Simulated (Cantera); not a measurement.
# Hydrocarbon pyrolysis for carbon deposition

An isothermal, constant-pressure homogeneous reactor starts with C2H6 : N2 = 0.3 : 2.6 (molar parts), at 1825 K and 100.0 Torr.

Model: GRI-Mech 3.0 (53 species, 325 reactions), integrated in Cantera. GRI-Mech 3.0 stops at C3 and has no aromatics, soot or wall deposition, so with more carbon than oxygen in the feed, carbon stays in small species such as C2H2 where larger ones or solid carbon would form.

| t (s) | x C2H6 | x H | x CH3 | x C2H2 | x C2H4 | x C2H | x HCN |
|---|---|---|---|---|---|---|---|
| 5.00e-6 | 0.0956 | 0.000123 | 0.0119 | 2.22e-7 | 0.000327 | 4.35e-12 | 1.15e-9 |
| 1.82e-5 | 0.0668 | 0.000894 | 0.0294 | 0.000259 | 0.0114 | 9.92e-8 | 6.69e-7 |
| 6.64e-5 | 0.00902 | 0.00194 | 0.0233 | 0.0177 | 0.0402 | 5.08e-6 | 5.95e-6 |
| 0.000242 | 0.000197 | 0.000924 | 0.00444 | 0.0573 | 0.0150 | 4.48e-6 | 1.04e-5 |
| 0.000882 | 3.09e-5 | 0.000423 | 0.00162 | 0.0714 | 0.00285 | 2.22e-6 | 1.12e-5 |
| 0.00321 | 1.22e-5 | 0.000317 | 0.000977 | 0.0756 | 0.000447 | 1.66e-6 | 1.17e-5 |
| 0.0117 | 5.51e-6 | 0.000347 | 0.000666 | 0.0791 | 0.000197 | 1.76e-6 | 1.27e-5 |
| 0.0427 | 1.06e-6 | 0.000420 | 0.000302 | 0.0830 | 6.49e-5 | 2.08e-6 | 1.55e-5 |
| 0.156 | 8.68e-8 | 0.000482 | 8.85e-5 | 0.0850 | 3.98e-5 | 2.35e-6 | 2.04e-5 |
| 0.567 | 6.31e-9 | 0.000500 | 2.35e-5 | 0.0855 | 3.82e-5 | 2.43e-6 | 2.62e-5 |
| 2.07 | 1.19e-9 | 0.000502 | 8.94e-6 | 0.0856 | 3.82e-5 | 2.44e-6 | 3.36e-5 |
| 7.53 | 9.65e-10 | 0.000502 | 7.68e-6 | 0.0856 | 3.82e-5 | 2.44e-6 | 5.17e-5 |
| 27.4 | 9.64e-10 | 0.000502 | 7.67e-6 | 0.0855 | 3.82e-5 | 2.44e-6 | 0.000119 |
| 100 | 9.64e-10 | 0.000502 | 7.67e-6 | 0.0854 | 3.81e-5 | 2.44e-6 | 0.000358 |
x: mole fraction; the columns are a selection and need not sum to one.

Equilibrium at this temperature and pressure: C2H6 4.19e-10, H 0.000502, CH3 5.09e-6, C2H2 0.0362, C2H4 1.61e-5, C2H 1.03e-6, HCN 0.0989 (gas phase only).
